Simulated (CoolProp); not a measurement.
R507A along the isobar 0.461 MPa: Z from the reference equation and from simpler models built on Tc = 343.8 K, pc = 3.705 MPa, ω = 0.286; each cubic takes its own stable root.

The numbers come from the reference Helmholtz-energy equation of state, Lemmon 2003 in CoolProp. It is a pseudo-pure fit of the blend.

```json
[
 {"T (K)": "302", "phase": "gas", "reference": "0.9248"},
 {"T (K)": "315.2", "phase": "gas", "reference": "0.9360"},
 {"T (K)": "328.4", "phase": "gas", "reference": "0.9451"},
 {"T (K)": "341.6", "phase": "gas", "reference": "0.9525"},
 {"T (K)": "354.8", "phase": "gas", "reference": "0.9586"},
 {"T (K)": "368", "phase": "gas", "reference": "0.9638"},
 {"T (K)": "381.2", "phase": "gas", "reference": "0.9682"},
 {"T (K)": "394.4", "phase": "gas", "reference": "0.9719"},
 {"T (K)": "407.6", "phase": "gas", "reference": "0.9752"},
 {"T (K)": "420.8", "phase": "gas", "reference": "0.9780"},
 {"T (K)": "434", "phase": "gas", "reference": "0.9804"},
 {"T (K)": "447.2", "phase": "gas", "reference": "0.9826"},
 {"T (K)": "460.4", "phase": "gas", "reference": "0.9844"},
 {"T (K)": "473.6", "phase": "gas", "reference": "0.9861"},
 {"T (K)": "486.8", "phase": "gas", "reference": "0.9876"},
 {"T (K)": "500", "phase": "gas", "reference": "0.9889"}
]
```

Q: How far does each simpler model (Pitzer virial, van der Waals) lie from the reference over these 16 states: mean and median of the absolute difference, and the worst?

A: 
- Pitzer virial: mean 0.2 %, median 0.2 %, worst +0.8 % at 302 K and 0.461 MPa
- van der Waals: mean 0.6 %, median 0.3 %, worst +2.4 % at 302 K and 0.461 MPa
